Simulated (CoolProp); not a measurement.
Vapour pressure (kPa) of isohexane: the reference equation beside estimates from Tc = 497.7 K, pc = 3043 kPa, ω = 0.280. Clausius-Clapeyron is anchored at 324.9 K with a constant enthalpy of vaporisation of 28.36 kJ/mol.

The numbers come from the reference Helmholtz-energy equation of state, Lemmon 2006 in CoolProp. It is a short technical equation, of lower accuracy than the large ones.

```
T (K)  reference  Lee-Kesler  Clausius-Clapeyron  van der Waals  Redlich-Kwong  Soave-Redlich-Kwong
-----  ---------  ----------  ------------------  -------------  -------------  -------------------
324.9      76.76       76.12               76.76          423.0          143.4                76.26
339.6      123.1       122.8               120.9              ?          213.6                122.8
354.2      188.1       188.6               183.0          663.3          305.4                188.4
368.8      276.8       278.3                   ?          810.4          422.6                278.3
383.4      394.1       397.0               381.0          977.2          568.4                397.8
398.1      546.7       551.0               529.2           1166          747.5                553.5
412.7      738.2           ?               716.6              ?          960.5                749.5
427.3      975.8       982.2               950.5           1604              ?                992.7
```

Q: Some entries are withheld; supply them.

A: 
- 339.6, van der Waals: 534.7
- 368.8, Clausius-Clapeyron: 267.9
- 412.7, Lee-Kesler: 743.7
- 412.7, van der Waals: 1374
- 427.3, Redlich-Kwong: 1212

Absolute difference from the reference over all 8 rows, mean and median: Lee-Kesler 0.6 and 0.7 %, Clausius-Clapeyron 2.5 and 2.8 %, van der Waals 205.3 and 170.4 %, Redlich-Kwong 51.3 and 48.5 %, Soave-Redlich-Kwong 0.9 and 0.8 %.
